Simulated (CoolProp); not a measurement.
R134a at 293.15 K and 0.0335 MPa flows at 1 m/s in a round tube of 50 mm bore and 0.25 µm roughness, fully developed (64/Re and Nu = 3.66 if laminar; Colebrook and Gnielinski if turbulent). Each further row changes one setting.

Values from CoolProp's reference Helmholtz-energy equation of state, Tillner-Roth 1994.

```
case             Reynolds number  Darcy friction factor  pressure drop (Pa/m)  heat-transfer coefficient (W/(m² K))  mass flow (kg/h)
---------------  ---------------  ---------------------  --------------------  ------------------------------------  ----------------
as stated                   6060                 0.0354                 0.500                                  5.10              9.98
velocity 2 m/s             12100                 0.0294                  1.66                                  9.15              20.0
diameter 100 mm            12100                 0.0294                 0.207                                  4.58              39.9
```

Viscosity comes from a separate model (Huber 2003), an estimate that may be off by 10 % or more. Thermal conductivity comes from a separate model (McLinden 2000), an estimate that may be off by 10 % or more.
